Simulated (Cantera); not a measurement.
## Thermodynamics of fluorocarbon and chlorocarbon gases, feed CH3Cl + H2

A closed system holds: 1 mol CH3Cl, 6.7 mol H2, at 3.90 Pa.

These are equilibrium values from Cantera (NASA tables, ideal gas, pure condensed phases), not measurements of a reactor. Candidate condensed phases: C, C6H6, C7H8, C8H18; 91 gas species. Equilibrium is a limit: real reactors are often held back by kinetics, nucleation or transport.

```csv
T (°C),x H,x H2,x HCl,x Cl,x C3,x C,n C(graphite)
327,<1e-12,0.882,0.115,<1e-12,<1e-12,<1e-12,0.975
527,4.36e-10,0.885,0.115,5.87e-11,<1e-12,<1e-12,1.000
727,3.42e-7,0.885,0.115,4.13e-8,<1e-12,<1e-12,1.000
927,2.97e-5,0.885,0.115,3.35e-6,<1e-12,<1e-12,1.000
1127,0.000732,0.884,0.115,7.83e-5,<1e-12,<1e-12,1.000
1327,0.00815,0.877,0.114,0.000835,2.98e-12,1.61e-11,1.000
1527,0.0524,0.836,0.107,0.00511,2.94e-9,6.48e-9,0.997
1727,0.215,0.683,0.0822,0.0193,7.11e-7,7.81e-7,0.990
1927,0.548,0.370,0.0390,0.0420,6.19e-5,3.92e-5,0.972
2127,0.826,0.105,0.00968,0.0542,0.00251,0.00102,0.825
2327,0.895,0.0212,0.00187,0.0554,0.0139,0.0100,0
```
x: gas mole fraction; n: condensed amount in mol.

From 327 °C to 2127 °C the condensed part is C(graphite). At 2327 °C nothing is condensed. The main C-bearing gas is CH4 at 327 °C and C3 at 2327 °C.
